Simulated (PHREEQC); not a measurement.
A column of 1 m (40 cells, dispersivity 0.05 m, 720 s a shift, diffusion coefficient 3e-10 m²/s) holds 0.023 eq of the database's cation exchanger X per kg of pore water, first in equilibrium with 0.0084 mol MnCl2 and 1e-05 mol HCl per kg of water. It is flushed with 0.00072 mol LiCl, 0.0075 mol NH4Cl and 1e-05 mol HCl per kg of water, at 40 °C. Values are for the last cell. No CO2 enters from the air. Precipitation was switched off in this run.

The series has 33 steps of pore volumes, from 0 to 8.012.

Equilibrium calculation in PHREEQC: ion-association model, phreeqc.dat.

Question: After how many pore volumes does NH4 at the outlet first reach half of its feed value?

Answer: By 2.3 pore volumes.

Question: After how many pore volumes does Li at the outlet first reach half of its feed value?

Answer: By 1.3 pore volumes.

At this temperature some constants are extrapolated from 25 °C, and those without enthalpy data are left unchanged.
